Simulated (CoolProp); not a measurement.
Vapour-liquid equilibrium of methane (1) + ethylene (2) at 165.7 K; x and y are mole fractions of (1).

Values from CoolProp's multi-fluid Helmholtz-energy mixture model, Setzmann 1991 and Smukala 2000; pair parameters Bell 2016.

Give the bubble pressure and the first vapour's composition at x = 0.05, 0.35, 0.8. Is there an azeotrope?

x = 0.05: 0.1956 MPa, y = 0.591; x = 0.35: 0.8148 MPa, y = 0.915; x = 0.8: 1.567 MPa, y = 0.975. No azeotrope shows between x = 0.05 and 0.95.

The pair parameters rest on a limited set of measurements; away from them the model extrapolates. The gap from Raoult's law changes sign with composition, which may be real or a fault of the pair parameters; it wasn't checked against measurements.
